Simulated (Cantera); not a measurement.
Charge: 1 mol Fe2O3, 2.6 mol O2, 0.93 mol H2S, equilibrated at 1000 Pa.

Equilibrium computed with Cantera from the NASA thermochemical tables; the gas is ideal and each condensed phase is pure. Candidate condensed phases: Fe, FeO, Fe(OH)2, Fe(OH)3, FeS, FeSO4, FeS2, Fe2O3, Fe2(SO4)3, Fe3O4, H2O, H2SO4, S; 22 gas species. Equilibrium is a limit: real reactors are often held back by kinetics, nucleation or transport.

Question: At 925 K, list the 4 most abundant gas species with their mole fractions, and the condensed phases.

Answer: O2 0.372, H2O 0.314, SO2 0.244, SO3 0.0698. Condensed: Fe2O3(s).
